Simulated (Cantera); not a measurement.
Feed: 1 mol SiO₂, 0.57 mol H₂, held at 13.3 mbar.

These are equilibrium values from Cantera (NASA tables, ideal gas, pure condensed phases), not measurements of a reactor. Candidate condensed phases: H₂O, Si, SiO₂; 18 gas species. Rates play no part. All values below are at 700 °C.

Base state: H₂ 1.00 (mole fractions); condensed: SiO₂(β-quartz).

Q: What changes in the equilibrium state with this change: 0.66 mol O₂ added?

A: 
```tsv
species	before	after
H₂O	2.64e-9	0.603
O₂	<1e-9	0.397
H₂	1.00	<1e-9
SiO₂(β-quartz), mol	1.00	1.00
```
